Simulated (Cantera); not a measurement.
A Cantera script and what it prints.

```python
import numpy as np
import cantera as ct

gas_names = [...]  # 109 gases of nasa_gas.yaml made of C, Cl, H, Si
cond_names = """
    C(gr) C6H6(L) C7H8(L) C8H18(L),n-octa Si(cr) Si(L) SiC(b)
""".split()


# ... load() reads the species with a 1 bar reference pressure and builds the phases ...
atoms = {
    'SiHCl3': {'Si': 1, 'H': 1, 'CL': 3},
    'CH4': {'C': 1, 'H': 4},
    'H2': {'H': 2},
    'HCl': {'H': 1, 'CL': 1},
}
top_T = {'C(gr)': 4500, 'SiC(b)': 3050}  # K; cautious upper limits of use, not melting points


# ... equilibrate(T, P, feed) seeds the gas with the atoms and calls Mixture.equilibrate('TP', solver="vcs", rtol=1e-11, max_steps=5000) ...
results = []
feed = {'SiHCl3': 1, 'CH4': 1.8, 'H2': 6.1, 'HCl': 0.11}  # mol
T = 1623  # K
P = 26000  # Pa
mix = equilibrate(T, P, feed)
results.append((T, P, feed, dict(zip(mix.species_names, mix.species_moles))))
print(gas.report(threshold=1e-05))
for i in range(1, mix.n_phases):
    print(f"{mix.phase(i).name:16s} {mix.phase_moles(i):12.5e} mol")
```

Output:

```
       temperature   1623 K
          pressure   26000 Pa
           density   0.021624 kg/m^3
  mean mol. weight   11.223 kg/kmol
   phase of matter   gas

                          1 kg             1 kmol
                     ---------------   ---------------
          enthalpy        1.4678e+06        1.6473e+07  J
   internal energy        2.6542e+05        2.9788e+06  J
           entropy             18996        2.1319e+05  J/K
    Gibbs function       -2.9362e+07       -3.2954e+08  J
 heat capacity c_p            2977.2             33414  J/K
 heat capacity c_v            2236.4             25099  J/K

                      mass frac. Y      mole frac. X     chem. pot. / RT
                     ---------------   ---------------   ---------------
               CH4        0.00030322        0.00021212           -43.302
    C2H2,acetylene        5.9973e-05         2.585e-05            -25.16
                CL        9.9211e-05         3.141e-05           -24.963
                 H        1.0485e-05        0.00011675           -10.241
               HCL           0.82306           0.25337           -35.204
                H2           0.13325           0.74179           -20.481
             SiCL2          0.030337         0.0034397           -59.188
             SiCL3         0.0074254        0.00061991           -84.151
             SiCL4         0.0039468        0.00026074           -109.11
            SiHCL3         0.0014274        0.00011828           -94.391
     [  +99 minor]        8.7181e-05        1.0881e-05

C(gr)             8.49357e-01 mol
Si(cr)            0.00000e+00 mol
SiC(b)            9.47510e-01 mol
```

Cantera equilibrium calculation (NASA polynomials, part measured and part estimated; ideal gas, pure solids and liquids). The tables' values for SiCl3 are old estimates; treat these amounts as uncertain.
